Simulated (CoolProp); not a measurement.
Vapour-liquid equilibrium of C3F8 (R218) (1) + R134a (2) at 272.3 K; x and y are mole fractions of (1).

Model: multi-fluid Helmholtz-energy mixture model, Lemmon 2006 and Tillner-Roth 1994; pair parameters Bell 2016, in CoolProp.

```
x     bubble pressure, mixture model (MPa)  bubble pressure, Raoult's law (MPa)  y, mixture model  y, Raoult's law
----  ------------------------------------  -----------------------------------  ----------------  ---------------
0.05                                     ?                               0.2899                 ?            0.070
0.2                                 0.4151                               0.3077             0.402            0.262
0.35                                0.4534                               0.3256             0.504            0.433
0.5                                 0.4710                               0.3435             0.574            0.587
0.65                                0.4761                               0.3614                 ?            0.725
0.8                                      ?                               0.3793                 ?            0.850
0.95                                0.4275                               0.3972             0.907            0.964
```

Task: Fill in the missing entries.

Result: 
- 0.05, bubble pressure, mixture model (MPa): 0.3308
- 0.05, y, mixture model: 0.170
- 0.65, y, mixture model: 0.644
- 0.8, bubble pressure, mixture model (MPa): 0.4663
- 0.8, y, mixture model: 0.739

The largest gap from Raoult's law is +39.3 % in bubble pressure, at x = 0.35. y crosses x between x = 0.5 and 0.65: the model has an azeotrope there.

Pair parameters are fitted to limited data, so mixtures are less certain than the pure fluids.
